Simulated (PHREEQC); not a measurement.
**Nickel, zinc or cadmium bath: an equilibrium model**

Make-up at 25 °C: 0.068 mol/kgw CdSO4, 0.079 mol/kgw H3BO3 and 7.7e-05 mol/kgw FeSO4. Closed to the air; pH follows from the charge balance.

Equilibrium calculation in PHREEQC: ion-association model, wateq4f.dat.

Each row changes one thing in this solution. Precipitation was switched off in this run.

```tsv
case	pH	ionic strength (mol/kgw)	Cd+2 (mol/kgw)	CdSO4 (mol/kgw)	SO4-2 (mol/kgw)	Cd(SO4)2-2 (mol/kgw)
as made	5.27	0.132	0.0330	0.0273	0.0253	0.00770
H3BO3 replaced by NaBF4 at the same molality	2.82	0.224	0.0374	0.0234	0.0269	0.00670
diluted 10-fold with water	5.70	0.0185	0.00462	0.00208	[?]	0.000105
CdSO4 from 0.068 to 0.136 mol/kgw	5.27	0.245	0.0611	0.0529	0.0393	0.0219
FeSO4 left out	5.27	0.132	0.0330	0.0273	0.0253	0.00769
diluted 2-fold with water	5.40	0.0722	0.0180	0.0136	0.0157	[?]
temperature from 25 to 15 °C	5.30	0.134	0.0333	0.0267	0.0254	0.00800
```

### Question
Fill in the missing entries.

### Answer

- diluted 10-fold with water, SO4-2 (mol/kgw): 0.00452
- diluted 2-fold with water, Cd(SO4)2-2 (mol/kgw): 0.00239

Complexes and solids missing from the database can't appear. Real BF4- forms and hydrolyses slowly; the run takes it at equilibrium. Fluoro complexes past AlF4- and FeF3 are missing from the database.
